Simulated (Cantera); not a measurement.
**C2H4 + CO2 (carbon deposition, reforming and gasification)**

Feed: 1 mol C2H4, 0.045 mol CO2, equilibrated at 1800 Torr.

Equilibrium computed with Cantera from the NASA thermochemical tables; the gas is ideal and each condensed phase is pure. Candidate condensed phases: C, C6H6, C7H8, C8H18, H2O; 110 gas species. Rates play no part.

```tsv
T (°C)	log p H2	log p CH4	log p CO	log p H2O	n C(graphite)
825	0.33	-0.78	-1.04	-1.75	1.84
850	0.33	-0.87	-1.02	-1.87	1.85
875	0.34	-0.95	-1.01	-1.99	1.87
900	0.34	-1.03	-1.00	-2.11	1.88
925	0.35	-1.10	-1.00	-2.23	1.89
950	0.35	-1.18	-0.99	-2.34	1.90
975	0.35	-1.25	-0.99	-2.45	1.91
1000	0.35	-1.32	-0.99	-2.56	1.92
1025	0.35	-1.39	-0.99	-2.67	1.92
1050	0.35	-1.46	-0.99	-2.77	1.93
1075	0.36	-1.52	-0.99	-2.86	1.93
1100	0.36	-1.59	-0.99	-2.96	1.93
1125	0.36	-1.65	-0.99	-3.05	1.94
```
log p: log10 of the partial pressure in bar; n: condensed amount in mol.

From 825 °C to 1125 °C the condensed part is C(graphite). The main C-bearing gas is CH4 at 825 °C and CO at 1125 °C. The share of C in condensed phases is highest at 1125 °C (94.7 %) and lowest at 825 °C (89.8 %).
